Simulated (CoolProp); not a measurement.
Vapour-liquid equilibrium of n-octane (1) + o-xylene (2) at 0.954 MPa; x and y are mole fractions of (1).

Model: multi-fluid Helmholtz-energy mixture model, Beckmüller 2019 and Zhou 2012; pair parameters Bell 2016, in CoolProp.

| x | bubble temperature (K) | y at the bubble point | dew temperature at overall composition x (K) | liquid density (mol/L) |
|---|---|---|---|---|
| 0.05 | 526.5 | 0.068 | 526.9 | 5.951 |
| 0.2 | 522.1 | 0.253 | 523.3 | 5.638 |
| 0.35 | 518.1 | 0.418 | 519.8 | 5.345 |
| 0.5 | 514.5 | 0.568 | 516.1 | 5.069 |
| 0.65 | 511.2 | 0.706 | 512.5 | 4.810 |
| 0.8 | 508.1 | 0.836 | 509.0 | 4.567 |
| 0.95 | 505.3 | 0.960 | 505.5 | 4.339 |

No azeotrope shows between x = 0.05 and 0.95.

The pair parameters rest on a limited set of measurements; away from them the model extrapolates.
